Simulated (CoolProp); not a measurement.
Model: reference Helmholtz-energy equation of state, Lemmon 2006, in CoolProp. It is a short technical equation, of lower accuracy than the large ones.

### Question
Give the vapour pressure (MPa), surface tension (mN/m), liquid viscosity (µPa s) of saturated R142b at 254.6, 281.2, 387.6 K.

### Answer
```
T (K)  p (MPa)  surface tension (mN/m)  liquid viscosity (µPa s)
-----  -------  ----------------------  ------------------------
254.6   0.0680                    17.1                       379
281.2    0.194                    13.6                       277
387.6     2.72                    1.58                      82.6
```

Viscosity comes from a separate model (Huber 2003), an estimate that may be off by 10 % or more. Surface tension comes from a separate correlation (Mulero 2012).
